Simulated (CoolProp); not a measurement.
The numbers come from the reference Helmholtz-energy equation of state, McLinden 2015 in CoolProp.

Give the vapour pressure (bar), liquid density (kg/m³), vapour density (kg/m³), enthalpy of vaporisation (kJ/kg) of saturated the fluoroketone C6F12O (FK-5-1-12) at 215.3, 233 K.


```json
[
 {"T (K)": "215.3", "p (bar)": "0.00201", "liquid density (kg/m³)": "1830", "vapour density (kg/m³)": "0.0354", "enthalpy of vaporisation (kJ/kg)": "117"},
 {"T (K)": "233", "p (bar)": "0.00937", "liquid density (kg/m³)": "1790", "vapour density (kg/m³)": "0.153", "enthalpy of vaporisation (kJ/kg)": "112"}
]
```
